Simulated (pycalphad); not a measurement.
An equivalent pycalphad script:

```python
from pycalphad import Database, equilibrium, calculate, variables as v
import numpy as np
db = Database('COST507.tdb')
comps = ['TI', 'C', 'VA']
phases = ['BCC_A2', 'FCC_A1', 'GRAPHITE', 'HCP_A3', 'LIQUID']
eq = equilibrium(db, comps, phases, {v.X('C'): 0.0119, v.T: np.arange(2850, 499, -50), v.P: 101325, v.N: 1}, output=['HM', 'SM'])
```

All values are pycalphad results on the COST 507 light-alloy database (1999) (1 atm), not direct measurements. The data set is of 1999 and partly superseded. Amounts are mole fractions of atoms. Kinetics are ignored, which matters at the lower temperatures.

Results at three of the temperatures:

```
T = 2500.00 K, P = 101325 Pa, N = 1 mol of atoms
G = -180789 J/mol, H = 94144 J/mol, S = 109.97 J/(mol K)  (SER reference)
chemical potentials (J/mol): Ti -178767, C -348674
phase             fraction      x(Ti)       x(C)
LIQUID              1.0000     0.9881     0.0119
```

```
T = 800.00 K, P = 101325 Pa, N = 1 mol of atoms
G = -34770 J/mol, H = 11582 J/mol, S = 57.94 J/(mol K)  (SER reference)
chemical potentials (J/mol): Ti -32407, C -230912
phase             fraction      x(Ti)       x(C)
HCP_A3              0.9744     0.9973     0.0027
FCC_A1              0.0256     0.6403     0.3597
```

```
T = 550.00 K, P = 101325 Pa, N = 1 mol of atoms
G = -21624 J/mol, H = 4066 J/mol, S = 46.71 J/(mol K)  (SER reference)
chemical potentials (J/mol): Ti -19136, C -228246
phase             fraction      x(Ti)       x(C)
HCP_A3              0.9682     0.9998   0.000219
FCC_A1              0.0318     0.6324     0.3676
```

Changes of the phase set, refined by bisection:

```tsv
T (°C)	phases above	phases below
1663.1	liquid	bcc + liquid
1662.1	bcc + liquid	bcc
1232.3	bcc	bcc + fcc
916.7	bcc + fcc	bcc + hcp
907.1	bcc + hcp	hcp
823.3	hcp	fcc + hcp
```

FCC_A1 is fcc; HCP_A3 is hcp. The fcc model also describes the rock-salt carbide or nitride (TiC, TiN, HfC).
